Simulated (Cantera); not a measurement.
What does this Cantera script print?

```python
import numpy as np
import cantera as ct

gas_names = """
    B BH BH2 BH3 BO BO2 B2 B2O B2O2 B2O3 B3O3H3 H HBO HBO2 HO2 H2 H2O H2O2 H3B3O6 O OH O2 O3
""".split()
cond_names = """
    B(b) B(L) B2O3(L) B3O3H3(cr) H2O(s) H2O(L)
""".split()


def load(file, names, dense=False):
    # The tables refer to 1 bar. Condensed volumes are neglected.
    table = {s.name: s for s in ct.Species.list_from_file(file)}
    out = []
    for n in names:
        d = dict(table[n].input_data)
        d["thermo"] = dict(d["thermo"], **{"reference-pressure": 1e5})
        if dense:
            d["equation-of-state"] = {"model": "constant-volume", "density": "1e6 g/cm^3"}
        out.append(ct.Species.from_dict(d))
    return out


gas = ct.Solution(thermo="ideal-gas", species=load("nasa_gas.yaml", gas_names))
cond = {s.name: ct.Solution(thermo="fixed-stoichiometry", species=[s], name=s.name)
        for s in load("nasa_condensed.yaml", cond_names, dense=True)}
atoms = {
    'B': {'B': 1},
    'H2O': {'H': 2, 'O': 1},
    'H2': {'H': 2},
}
top_T = {}  # K; cautious upper limits of use, not melting points


def equilibrate(T, P, feed):
    n = {}
    for name, mol in feed.items():
        for a, k in atoms[name].items():
            n[a] = n.get(a, 0.0) + k * mol
    gas.TPX = T, P, n
    mass = sum(n.values()) * gas.mean_molecular_weight
    gas.equilibrate("TP")
    valid = [c for c in cond.values() if c.min_temp <= T <= top_T.get(c.name, c.max_temp)]
    mix = ct.Mixture([(gas, mass / gas.mean_molecular_weight)] + [(c, 0.0) for c in valid])
    mix.T, mix.P = T, P
    mix.equilibrate("TP", solver="vcs", rtol=1e-11, max_steps=5000)
    return mix


results = []
feed = {'B': 1, 'H2O': 17, 'H2': 130}  # mol
P = 1900  # Pa
for T in [775, 875, 975, 1075, 1175, 1275, 1375, 1475, 1575, 1675, 1775, 1875, 1975]:
    mix = equilibrate(T, P, feed)
    results.append((T, P, feed, dict(zip(mix.species_names, mix.species_moles))))

top = {s: max(r[3][s] / sum(r[3][g] for g in gas_names) for r in results) for s in gas_names}
cols = sorted((s for s in top if top[s] > 1e-05), key=lambda s: -top[s])[:5]
seen = [c for c in cond_names if any(r[3].get(c, 0) > 1e-12 for r in results)]
print("log10 of partial pressures in bar; condensed amounts in mol")
print(f"{'T/K':>10s}" + "".join(f"{s[:9]:>10s}" for s in cols + seen))
for T, P, feed, n in results:
    ng = sum(n[g] for g in gas_names)
    print(f"{T:10.4g}" + "".join(f"{np.log10(max(n[s] / ng * P / 1e5, 1e-99)):10.3f}" for s in cols)
          + "".join(f"{n.get(c, 0):10.4g}" for c in seen))
```

It prints:

```
log10 of partial pressures in bar; condensed amounts in mol
       T/K        H2       H2O         H      HBO2    H3B3O6   B2O3(L)
       775    -1.770    -2.701   -12.888    -8.610    -5.005    0.3852
       875    -1.770    -2.700   -11.184    -7.240    -5.299    0.4415
       975    -1.770    -2.699    -9.826    -6.165    -5.548    0.4645
      1075    -1.770    -2.699    -8.718    -5.299    -5.759    0.4603
      1175    -1.770    -2.702    -7.797    -4.589    -5.944     0.387
      1275    -1.771    -2.711    -7.018    -4.000    -6.114    0.1023
      1375    -1.771    -2.714    -6.351    -3.893    -7.435         0
      1475    -1.771    -2.714    -5.773    -3.894    -8.848         0
      1575    -1.771    -2.714    -5.267    -3.896   -10.077         0
      1675    -1.772    -2.714    -4.821    -3.899   -11.155         0
      1775    -1.772    -2.714    -4.424    -3.903   -12.110         0
      1875    -1.773    -2.714    -4.070    -3.910   -12.965         0
      1975    -1.776    -2.715    -3.752    -3.919   -13.739         0
```

These are equilibrium values from Cantera (NASA tables, ideal gas, pure condensed phases), not measurements of a reactor. Gases not in the tables: H3BO3.
